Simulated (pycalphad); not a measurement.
CALPHAD calculation (pycalphad, COST 507 light-alloy database (1999)), 1 atm. The data set is of 1999 and partly superseded. Phase fractions are per mole of atoms.

Question: Give the equilibrium state of Al-0.57Mg-6.42Si (at.%) at 625 K.

Answer: 
```
T = 625.00 K, P = 101325 Pa, N = 1 mol of atoms
G = -20951 J/mol, H = 8479 J/mol, S = 47.09 J/(mol K)  (SER reference)
chemical potentials (J/mol): Al -21180, Mg -53683, Si -14721
phase             fraction      x(Al)      x(Mg)      x(Si)
FCC_A1              0.9321     0.9978   0.000868     0.0013
DIAMOND_A4          0.0605   2.83e-09       none     1.0000
MG2SI               0.0073       none     0.6667     0.3333
```

Question: Give the equilibrium state of Al-0.57Mg-6.42Si (at.%) at 850 K.

Answer: fcc, fraction 0.514, with 0.15 Mg, 1.4 Si at.%; liquid, fraction 0.486, with 1.0 Mg, 11.8 Si at.%.

Database names, with the compositions (at.%) that they take in these runs: MG2SI: Mg 67 Si 33. FCC_A1 is fcc; DIAMOND_A4 is diamond (Si). An entry "none" or "no" means that the model of the phase leaves that element out.
